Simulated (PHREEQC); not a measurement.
Solution (25 °C): 8.6 mmol/kgw HF, 0.23 mmol/kgw Na2HPO4 and 0.041 mmol/kgw NaCl. Closed to the air; pH follows from the charge balance.

Model: ion-association model, phreeqc.dat, run in PHREEQC.

This is a speciation only: nothing precipitates in the calculation.

Task: Order these F species by the share of F that they hold, largest first: HF, HF2-, F-.

Result: HF (72 %), F- (26 %), HF2- (1.3 %)

The pH is 2.71 and the ionic strength 0.00254 mol/kgw.
